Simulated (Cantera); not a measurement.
Input (Python, Cantera) and output of one run.

```python
import numpy as np
import cantera as ct

gas_names = """
    F FO FO2 F2 F2O H HF HNO HNO2 HNO3 HOF HO2 H2 H2F2 H2O H2O2 H3F3 H4F4 H5F5 H6F6 H7F7 N NF NF2 NF3 NH
    NH2 NH3 NH2OH NO NO2 NO3 N2 N2H2 N2H4 N2O O OH O2 O3 Si SiF SiF2 SiF3 SiF4 SiH SiHF3 SiH2 SiH2F2
    SiH3 SiH3F SiH4 SiN SiO SiO2 Si2 Si2N Si3
""".split()
cond_names = """
    H2O(s) H2O(L) Si(cr) Si(L) SiO2(Lqz) SiO2(hqz) SiO2(L) Si2N2O(s) Si3N4(a)
""".split()


def load(file, names, dense=False):
    # The tables refer to 1 bar. Condensed volumes are neglected.
    table = {s.name: s for s in ct.Species.list_from_file(file)}
    out = []
    for n in names:
        d = dict(table[n].input_data)
        d["thermo"] = dict(d["thermo"], **{"reference-pressure": 1e5})
        if dense:
            d["equation-of-state"] = {"model": "constant-volume", "density": "1e6 g/cm^3"}
        out.append(ct.Species.from_dict(d))
    return out


gas = ct.Solution(thermo="ideal-gas", species=load("nasa_gas.yaml", gas_names))
cond = {s.name: ct.Solution(thermo="fixed-stoichiometry", species=[s], name=s.name)
        for s in load("nasa_condensed.yaml", cond_names, dense=True)}
atoms = {
    'SiF4': {'Si': 1, 'F': 4},
    'N2O': {'N': 2, 'O': 1},
    'H2': {'H': 2},
}
top_T = {'Si2N2O(s)': 2100, 'Si3N4(a)': 2400}  # K; cautious upper limits of use, not melting points


def equilibrate(T, P, feed):
    n = {}
    for name, mol in feed.items():
        for a, k in atoms[name].items():
            n[a] = n.get(a, 0.0) + k * mol
    gas.TPX = T, P, n
    mass = sum(n.values()) * gas.mean_molecular_weight
    gas.equilibrate("TP")
    valid = [c for c in cond.values() if c.min_temp <= T <= top_T.get(c.name, c.max_temp)]
    mix = ct.Mixture([(gas, mass / gas.mean_molecular_weight)] + [(c, 0.0) for c in valid])
    mix.T, mix.P = T, P
    mix.equilibrate("TP", solver="vcs", rtol=1e-11, max_steps=5000)
    return mix


results = []
feed = {'SiF4': 1, 'N2O': 1.1, 'H2': 0.29}  # mol
T = 1150  # K
P = 120  # Pa
mix = equilibrate(T, P, feed)
results.append((T, P, feed, dict(zip(mix.species_names, mix.species_moles))))
print(gas.report(threshold=1e-05))
for i in range(1, mix.n_phases):
    print(f"{mix.phase(i).name:16s} {mix.phase_moles(i):12.5e} mol")
```

Result:

```
       temperature   1150 K
          pressure   120 Pa
           density   0.00061776 kg/m^3
  mean mol. weight   49.223 kg/kmol
   phase of matter   gas

                          1 kg             1 kmol
                     ---------------   ---------------
          enthalpy       -9.8074e+06       -4.8275e+08  J
   internal energy       -1.0002e+07       -4.9232e+08  J
           entropy            7091.3        3.4905e+05  J/K
    Gibbs function       -1.7962e+07       -8.8417e+08  J
 heat capacity c_p            1090.4             53671  J/K
 heat capacity c_v            921.45             45357  J/K

                      mass frac. Y      mole frac. X     chem. pot. / RT
                     ---------------   ---------------   ---------------
                HF          0.078494           0.19312            -59.92
               H2O        0.00079942         0.0021843           -63.462
                NO        4.4705e-05        7.3336e-05           -34.305
                N2           0.21315           0.37452           -32.943
                O2          0.089623           0.13787           -35.668
              SiF4           0.61789           0.29223            -217.3
     [  +52 minor]        4.4337e-07        1.2056e-06

Si(cr)            0.00000e+00 mol
SiO2(hqz)         1.41792e-01 mol
Si2N2O(s)         0.00000e+00 mol
Si3N4(a)          0.00000e+00 mol
```

Equilibrium computed with Cantera from the NASA thermochemical tables; the gas is ideal and each condensed phase is pure. The tables hold silica as quartz up to 1696 K and as liquid above; real silica turns to tridymite and cristobalite and melts near 1996 K.
